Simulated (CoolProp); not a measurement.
Vapour-liquid equilibrium of n-hexane (1) + benzene (2) at 150.65 °C; x and y are mole fractions of (1).

Values from CoolProp's multi-fluid Helmholtz-energy mixture model, Thol 2019 and Thol 2012; pair parameters Bell 2016.

Q: Give the bubble pressure and the first vapour's composition at x = 0.05, 0.275, 0.5. Is there an azeotrope?

A: x = 0.05: 6.137 bar, y = 0.081; x = 0.275: 6.897 bar, y = 0.346; x = 0.5: 7.340 bar, y = 0.547. y crosses x between x = 0.875 and 0.95: the model has an azeotrope there.

Pair parameters are fitted to limited data, so mixtures are less certain than the pure fluids.
